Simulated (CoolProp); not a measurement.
Aqueous lithium chloride as a coolant, 23 % by mass, freezing at -58.3 °C, 1 atm.

The numbers come from the Melinder's fits for secondary coolants in CoolProp.

```csv
T (°C),viscosity (mPa s),cp (kJ/(kg K)),Prandtl number,density (kg/m³)
-7.1,5.22,2.993,30.6,1141
-3.2,4.56,3.019,26.8,1140
0.7,4.03,3.045,23.6,1140
4.5,3.59,3.070,21.0,1139
8.4,3.22,3.096,18.8,1138
12.2,2.91,3.121,17.0,1137
16.1,2.64,3.147,15.4,1135
20,2.42,3.173,14.1,1134
23.8,2.23,3.198,12.9,1133
27.7,2.06,3.223,11.9,1132
31.6,1.92,3.249,11.1,1130
```
